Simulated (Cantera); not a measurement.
**Gas-phase reforming**

A perfectly stirred reactor is fed with CH4 : CO2 : H2 = 1 : 0.35 : 0.86 (molar parts), at 0.345 atm; it is held at 1850 K, and followed from long to short residence time.

Cantera simulation using GRI-Mech 3.0 (53 species, 325 reactions); the numbers are that mechanism's predictions, not measurements. GRI-Mech 3.0 stops at C3 and has no aromatics, soot or wall deposition, so with more carbon than oxygen in the feed, carbon stays in small species such as C2H2 where larger ones or solid carbon would form.

| τ (s) | x CH4 | x CO2 | x H2 | x CH2CO | x H2O | x C2H4 |
|---|---|---|---|---|---|---|
| 1.4 | 0.0121 | 0.00127 | 0.690 | 4.70e-6 | 0.0147 | 0.000401 |
| 0.60 | 0.0179 | 0.00245 | 0.676 | 8.97e-6 | 0.0273 | 0.000438 |
| 0.27 | 0.0258 | 0.00426 | 0.657 | 1.52e-5 | 0.0436 | 0.000500 |
| 0.12 | 0.0378 | 0.00730 | 0.634 | 2.29e-5 | 0.0616 | 0.000610 |
| 0.052 | 0.0565 | 0.0132 | 0.609 | 2.98e-5 | 0.0762 | 0.000823 |
| 0.023 | 0.0846 | 0.0247 | 0.585 | 3.19e-5 | 0.0804 | 0.00125 |
| 0.010 | 0.128 | 0.0464 | 0.563 | 2.75e-5 | 0.0707 | 0.00214 |
| 0.0046 | 0.183 | 0.0752 | 0.540 | 1.91e-5 | 0.0513 | 0.00364 |
x: mole fraction; the columns are a selection and need not sum to one.
